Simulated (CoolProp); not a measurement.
A single-stage vapour-compression cycle with n-pentane: evaporating at 280.15 K (dew point), condensing at 310.15 K (bubble point), superheat 10 K, subcooling 5 K, compressor efficiency 0.65, no pressure losses. Each further row changes one setting.

Values from CoolProp's reference Helmholtz-energy equation of state, Thol 2019.

| case | cooling COP | pressure ratio | discharge temperature (K) | refrigerating effect (kJ/kg) | volumetric capacity (kJ/m³) |
|---|---|---|---|---|---|
| as stated | 5.68 | 3.14 | 326.7 | 339 | 344 |
| evaporating temperature 285.15 K | 7.07 | 2.54 | 325.1 | 347 | 428 |
| condensing temperature 305.15 K | 6.95 | 2.64 | 321.1 | 350 | 355 |
| subcooling 10 K | 5.88 | 3.14 | 326.7 | 350 | 355 |
| superheat 20 K | 5.75 | 3.14 | 336.9 | 355 | 348 |
| compressor efficiency 0.55 | 4.81 | 3.14 | 332.6 | 339 | 344 |
